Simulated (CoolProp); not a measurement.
Nitrogen along the isotherm -142.25 °C: fugacity coefficient from the reference equation and from simpler models built on Tc = -147.0 °C, pc = 3.396 MPa, ω = 0.037; each cubic takes its own stable root.

Model: reference Helmholtz-energy equation of state, Span 2000, in CoolProp.

| p (MPa) | phase | reference | van der Waals | Soave-Redlich-Kwong |
|---|---|---|---|---|
| 0.189 | gas | 0.9835 | 0.9849 | 0.9830 |
| 0.377 | gas | 0.9672 | 0.9699 | 0.9663 |
| 0.566 | gas | 0.9509 | 0.9549 | 0.9495 |
| 0.755 | gas | 0.9347 | 0.9399 | 0.9329 |
| 0.943 | gas | 0.9186 | 0.9250 | 0.9165 |
| 1.13 | gas | 0.9027 | 0.9103 | 0.9002 |
| 1.32 | gas | 0.8865 | 0.8952 | 0.8838 |
| 1.51 | gas | 0.8705 | 0.8802 | 0.8675 |
| 1.7 | gas | 0.8544 | 0.8652 | 0.8512 |
